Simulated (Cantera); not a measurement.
Charge: 1 mol SiF4, 1.1 mol NO, 1.7 mol H2, held at 848 K and 0.000830 bar.

Cantera equilibrium calculation (NASA polynomials, part measured and part estimated; ideal gas, pure solids and liquids). Candidate condensed phases: H2O, Si, SiO2, Si2N2O, Si3N4; 58 gas species. Rates play no part.

Base state: HF 0.428, SiF4 0.168, H2 0.165, N2 0.151, H2O 0.0880 (mole fractions); condensed: SiO2(β-quartz).

What changes in the equilibrium state with this change: 1.2 mol Cl2 added?


| species | before | after |
|---|---|---|
| HCl | 0 | 0.404 |
| HF | 0.428 | 0.231 |
| SiF4 | 0.168 | 0.145 |
| H2 | 0.165 | <1e-9 |
| Cl2 | 0 | 0.0413 |
| O2 | <1e-9 | 0.0401 |
| H2O | 0.0880 | 0.0274 |
| N2 | 0.151 | 0.111 |
| Cl | 0 | 0.000189 |
| SiO2(β-quartz), mol | 0.390 | 0.284 |
Further candidate phases: NH4Cl.
